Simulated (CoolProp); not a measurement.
Vapour-liquid equilibrium of n-hexane (1) + dimethyl carbonate (2) at 25.85 °C; x and y are mole fractions of (1).

Model: multi-fluid Helmholtz-energy mixture model, Thol 2019 and Zhou 2011; pair parameters Bell 2016, in CoolProp.

Q: Give the bubble pressure and the first vapour's composition at x = 0.575, 0.65, 0.875. Is there an azeotrope?

A: x = 0.575: 22.54 kPa, y = 0.727; x = 0.65: 22.68 kPa, y = 0.738; x = 0.875: 22.58 kPa, y = 0.832. y crosses x between x = 0.725 and 0.8: the model has an azeotrope there.

Pair parameters are fitted to limited data, so mixtures are less certain than the pure fluids. With so large a gap from Raoult's law the liquid may split in two, which this calculation doesn't test in full.
